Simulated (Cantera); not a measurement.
A closed system holds: 1 mol SiH₄, 0.35 mol Cl₂, 330 mol H₂, held at 1.10 bar.

These are equilibrium values from Cantera (NASA tables, ideal gas, pure condensed phases), not measurements of a reactor. Candidate condensed phases: Si; 19 gas species. Rates play no part.

At 1075 °C, list the 3 most abundant gas species with their mole fractions, and the condensed phases.

H₂ 0.998, HCl 0.00207, SiCl₂ 1.21e-5. Condensed: Si(s).
